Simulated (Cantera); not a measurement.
Input (Python, Cantera):

```python
import numpy as np
import cantera as ct

gas = ct.Solution("gri30.yaml")
gas.TPX = 2350, 1333, {'CH4': 0.046, 'H2': 1, 'O2': 0.001}
inlet = ct.Reservoir(gas, clone=True)

reactor = ct.IdealGasConstPressureReactor(gas, energy="off", clone=False)
exhaust = ct.Reservoir(gas, clone=True)
tau = [14, 6.3, 2.8, 1.3, 0.57, 0.26, 0.12, 0.052, 0.023, 0.011, 0.0047][0]
for a, b in ((inlet, reactor), (reactor, exhaust)):
    ct.MassFlowController(a, b, mdot=lambda t: reactor.mass / tau)
net = ct.ReactorNet([reactor])
show = ['CH4', 'H2', 'O2', 'C2H4', 'CH2CO', 'CH2']

rows = []
print(f"{'tau/s':>10s}{'T/K':>9s}" + "".join(f"{s:>11s}" for s in show))
for tau in [14, 6.3, 2.8, 1.3, 0.57, 0.26, 0.12, 0.052, 0.023, 0.011, 0.0047]:
    net.initial_time = 0.0
    net.advance(30 * tau)
    before = gas.X
    net.advance(40 * tau)
    drift = np.max(np.abs(gas.X - before) / (gas.X + 1e-9))
    rows.append([gas.T, *gas[show].X, drift])
    print(f"{tau:10.3e}{gas.T:9.1f}" + "".join(f"{x:11.3e}" for x in gas[show].X))
```

Result:

```
     tau/s      T/K        CH4         H2         O2       C2H4      CH2CO        CH2
 1.400e+01   2350.0  1.351e-05  8.812e-01  2.444e-09  3.036e-07  2.274e-10  4.690e-06
 6.300e+00   2350.0  2.197e-05  8.856e-01  5.702e-09  3.307e-07  5.207e-10  6.841e-06
 2.800e+00   2350.0  4.123e-05  8.944e-01  1.423e-08  3.982e-07  1.358e-09  1.024e-05
 1.300e+00   2350.0  8.905e-05  9.077e-01  3.671e-08  5.608e-07  3.912e-09  1.503e-05
 5.700e-01   2350.0  2.339e-04  9.241e-01  1.102e-07  1.019e-06  1.361e-08  2.200e-05
 2.600e-01   2350.0  5.706e-04  9.362e-01  3.163e-07  2.123e-06  4.109e-08  3.021e-05
 1.200e-01   2350.0  1.251e-03  9.440e-01  8.632e-07  4.787e-06  9.733e-08  3.995e-05
 5.200e-02   2350.0  2.676e-03  9.490e-01  2.466e-06  1.204e-05  1.790e-07  5.243e-05
 2.300e-02   2350.0  5.247e-03  9.515e-01  6.689e-06  2.921e-05  2.443e-07  6.582e-05
 1.100e-02   2350.0  9.107e-03  9.521e-01  1.622e-05  6.139e-05  2.871e-07  7.710e-05
 4.700e-03   2350.0  1.585e-02  9.510e-01  4.444e-05  1.260e-04  3.435e-07  8.466e-05
```

Detailed kinetics in Cantera: GRI-Mech 3.0 (53 species, 325 reactions). GRI-Mech 3.0 stops at C3 and has no aromatics, soot or wall deposition, so with more carbon than oxygen in the feed, carbon stays in small species such as C2H2 where larger ones or solid carbon would form. Radical loss at walls, strong at low pressure, is not modelled.
